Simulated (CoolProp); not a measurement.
Vapour-liquid equilibrium of ethylbenzene (1) + n-nonane (2) at 409.1 K; x and y are mole fractions of (1).

Computed with CoolProp (multi-fluid Helmholtz-energy mixture model, Zhou 2012 and Lemmon 2006; pair parameters Bell 2016).

| x | bubble pressure, mixture model (MPa) | bubble pressure, Raoult's law (MPa) | y, mixture model | y, Raoult's law |
|---|---|---|---|---|
| 0.05 | 0.06977 | 0.06896 | 0.082 | 0.073 |
| 0.15 | 0.07460 | 0.07230 | 0.228 | 0.209 |
| 0.25 | 0.07914 | 0.07565 | 0.353 | 0.333 |
| 0.35 | 0.08331 | 0.07899 | 0.462 | 0.446 |
| 0.45 | 0.08709 | 0.08234 | 0.557 | 0.551 |
| 0.55 | 0.09047 | 0.08569 | 0.643 | 0.647 |
| 0.65 | 0.09345 | 0.08903 | 0.723 | 0.735 |
| 0.75 | 0.09604 | 0.09238 | 0.800 | 0.818 |
| 0.85 | 0.09824 | 0.09572 | 0.877 | 0.895 |
| 0.95 | 0.1000 | 0.09907 | 0.957 | 0.966 |

The largest gap from Raoult's law is +5.8 % in bubble pressure, at x = 0.45. No azeotrope shows between x = 0.05 and 0.95.

The pair parameters rest on a limited set of measurements; away from them the model extrapolates.
